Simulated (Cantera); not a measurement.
Cantera run:

```python
import numpy as np
import cantera as ct

gas_names = """
    CL CL2 H HCL H2 N NH NH2 NH3 N2 N2H2 N2H4 Si SiCL SiCL2 SiCL3 SiCL4 SiH SiHCL3 SiH2 SiH2CL2 SiH3
    SiH3CL SiH4 SiN Si2 Si2N Si3
""".split()
cond_names = """
    NH4CL(a) NH4CL(b) Si(cr) Si(L) Si3N4(a)
""".split()


def load(file, names, dense=False):
    # The tables refer to 1 bar. Condensed volumes are neglected.
    table = {s.name: s for s in ct.Species.list_from_file(file)}
    out = []
    for n in names:
        d = dict(table[n].input_data)
        d["thermo"] = dict(d["thermo"], **{"reference-pressure": 1e5})
        if dense:
            d["equation-of-state"] = {"model": "constant-volume", "density": "1e6 g/cm^3"}
        out.append(ct.Species.from_dict(d))
    return out


gas = ct.Solution(thermo="ideal-gas", species=load("nasa_gas.yaml", gas_names))
cond = {s.name: ct.Solution(thermo="fixed-stoichiometry", species=[s], name=s.name)
        for s in load("nasa_condensed.yaml", cond_names, dense=True)}
atoms = {
    'Si3H8': {'Si': 3, 'H': 8},
    'HCl': {'H': 1, 'CL': 1},
    'N2': {'N': 2},
}
top_T = {'Si3N4(a)': 2400}  # K; cautious upper limits of use, not melting points


def equilibrate(T, P, feed):
    n = {}
    for name, mol in feed.items():
        for a, k in atoms[name].items():
            n[a] = n.get(a, 0.0) + k * mol
    gas.TPX = T, P, n
    mass = sum(n.values()) * gas.mean_molecular_weight
    gas.equilibrate("TP")
    valid = [c for c in cond.values() if c.min_temp <= T <= top_T.get(c.name, c.max_temp)]
    mix = ct.Mixture([(gas, mass / gas.mean_molecular_weight)] + [(c, 0.0) for c in valid])
    mix.T, mix.P = T, P
    mix.equilibrate("TP", solver="vcs", rtol=1e-11, max_steps=5000)
    return mix


results = []
feed = {'Si3H8': 1, 'HCl': 0.77, 'N2': 5.2}  # mol
T = 1250  # K
P = 133.322  # Pa
mix = equilibrate(T, P, feed)
results.append((T, P, feed, dict(zip(mix.species_names, mix.species_moles))))
x = sorted(zip(gas.X, gas.species_names), reverse=True)
print(f"T = {T:g} K  P = {P:g} Pa  gas = {mix.phase_moles(0):.4g} mol")
print("   x: " + "  ".join(f"{s} {v:.3e}" for v, s in x if v > 1e-05))
print("   condensed (mol): " + ("  ".join(f"{mix.phase(i).name} {mix.phase_moles(i):.4g}"
      for i in range(1, mix.n_phases) if mix.phase_moles(i) > 1e-12) or "none"))
```

Output:

```
T = 1250 K  P = 133.322 Pa  gas = 7.971 mol
   x: H2 5.020e-01  N2 4.016e-01  HCL 9.616e-02  SiCL2 1.769e-04  SiCL3 1.527e-05
   condensed (mol): Si3N4(a) 0.9995
```

Method: chemical equilibrium by Gibbs-energy minimisation in Cantera with the NASA 1993 tables (ideal gas, pure condensed phases). The feed counts by its element totals alone. N2 is the only nitrogen source here; it is nearly inert below about 1500 K, so the nitride shown seldom forms there in practice. The tables' values for SiCl3 are old estimates; treat these amounts as uncertain.
